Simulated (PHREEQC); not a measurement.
# Acid rinse or clean: speciation

A solution holds 0.0087 mol HNO3, 6.6e-05 mol NaCl and 4.9e-05 mol KCl per kg of water, at 25 °C. Closed to the air; pH follows from the charge balance.

Computed with PHREEQC (ion-association model, phreeqc.dat).

This is a speciation only: nothing precipitates in the calculation.

Question: Predict the pH, specific conductance.

Answer: pH 2.10; specific conductance 3440 µS/cm.
